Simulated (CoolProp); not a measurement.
Properties of trans-2-butene along the isotherm 525 K (Tc = 428.6 K, pc = 4.019 MPa, ω = 0.210).

Computed with CoolProp (reference Helmholtz-energy equation of state, Lemmon 2005). It is a short technical equation, of lower accuracy than the large ones.

| p (MPa) | phase | Z | Joule-Thomson coefficient (K/MPa) |
|---|---|---|---|
| 0.0191 | gas | 0.9992 | 4.980 |
| 0.028 | gas | 0.9988 | 4.982 |
| 0.0411 | gas | 0.9982 | 4.985 |
| 0.0603 | gas | 0.9974 | 4.990 |
| 0.0885 | gas | 0.9961 | 4.996 |
| 0.13 | gas | 0.9943 | 5.006 |
| 0.191 | gas | 0.9916 | 5.020 |
| 0.28 | gas | 0.9877 | 5.041 |
| 0.411 | gas | 0.9819 | 5.071 |
| 0.603 | gas | 0.9733 | 5.116 |
| 0.885 | gas | 0.9607 | 5.183 |
| 1.3 | gas | 0.9419 | 5.281 |
| 1.91 | gas | 0.9138 | 5.425 |
| 2.8 | gas | 0.8719 | 5.625 |
| 4.11 | supercritical | 0.8090 | 5.859 |
| 6.03 | supercritical | 0.7180 | 5.887 |
